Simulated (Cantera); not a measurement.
Charge: 1 mol PbO, 280 mol H₂, 8.6 mol H₂O, at 900 K and 7.50 Torr.

These are equilibrium values from Cantera (NASA tables, ideal gas, pure condensed phases), not measurements of a reactor. Candidate condensed phases: H₂O, Pb, PbO, PbO₂, Pb₃O₄; 12 gas species. Equilibrium is a limit: real reactors are often held back by kinetics, nucleation or transport.

Base state: H₂ 0.967, H₂O 0.0333, Pb 0.000137 (mole fractions); condensed: Pb(l).

What changes in the equilibrium state with this change: temperature from 900 K to 2048 K?


| species | before | after |
|---|---|---|
| H₂ | 0.967 | 0.942 |
| H₂O | 0.0333 | 0.0327 |
| H | 1.15e-9 | 0.0217 |
| Pb | 0.000137 | 0.00341 |
| OH | <1e-9 | 8.22e-5 |
| Pb(l), mol | 0.960 | 0 |
